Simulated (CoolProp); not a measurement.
Vapour-liquid equilibrium of n-octane (1) + o-xylene (2) at 382.7 K; x and y are mole fractions of (1).

Values from CoolProp's multi-fluid Helmholtz-energy mixture model, Beckmüller 2019 and Zhou 2012; pair parameters Bell 2016.

```tsv
x	bubble pressure, mixture model (kPa)	bubble pressure, Raoult's law (kPa)	y, mixture model	y, Raoult's law
0.05	38.12	37.83	0.090	0.084
0.15	41.25	40.52	0.244	0.235
0.25	44.22	43.20	0.374	0.367
0.35	47.04	45.89	0.486	0.483
0.45	49.74	48.58	0.584	0.587
0.55	52.35	51.27	0.673	0.680
0.65	54.88	53.96	0.754	0.763
0.75	57.35	56.64	0.830	0.839
0.85	59.78	59.33	0.900	0.908
0.95	62.18	62.02	0.968	0.971
```

The largest gap from Raoult's law is +2.5 % in bubble pressure, at x = 0.35. No azeotrope shows between x = 0.05 and 0.95.

Pair parameters are fitted to limited data, so mixtures are less certain than the pure fluids.
